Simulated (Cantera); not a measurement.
Mixture: CH4 : O2 : N2 : CO2 = 1 : 3.57 : 13.4 : 3 (molar parts), equivalence ratio 0.56, at 500000 Pa, adiabatic and at constant volume. Ignition delay is the time to a rise of 400 K.

Cantera simulation using GRI-Mech 3.0 (53 species, 325 reactions); the numbers are that mechanism's predictions, not measurements.

Task: What does this change do: 0.28 parts H2 added?

Result: 
| quantity | before | after |
|---|---|---|
| delay at 1125 K | 24.1 ms | 2.67 ms |
| delay at 1175 K | 12.3 ms | 1.54 ms |
| delay at 1225 K | 6.49 ms | 0.969 ms |
| delay at 1275 K | 3.54 ms | 0.637 ms |
| delay at 1325 K | 1.99 ms | 0.427 ms |
| delay at 1375 K | 1.15 ms | 0.290 ms |
| apparent activation energy between 1275 and 1375 K | 160 kJ/mol | 110 kJ/mol |
